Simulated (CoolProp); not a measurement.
Computed with CoolProp (reference Helmholtz-energy equation of state, Rui 2013).

### Question
Give the vapour pressure (MPa), liquid density (kg/m³), surface tension (mN/m) of saturated R236EA at 375.6 K.

### Answer
| T (K) | p (MPa) | liquid density (kg/m³) | surface tension (mN/m) |
|---|---|---|---|
| 375.6 | 1.66 | 1110 | 2.83 |

Surface tension comes from a separate correlation (Mulero 2012).
